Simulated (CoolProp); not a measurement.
Model: reference Helmholtz-energy equation of state, Platzer 1990, in CoolProp. This equation is an older, rougher fit; its heat capacities, sound speeds and derivatives of the liquid may be far off and weren't checked against measurements.

**Question.** Give the vapour pressure (MPa), liquid density (kg/m³), vapour density (kg/m³) of saturated R21 at 392.7 K.

**Answer.** 
```tsv
T (K)	p (MPa)	liquid density (kg/m³)	vapour density (kg/m³)
392.7	1.95	1090	83.5
```
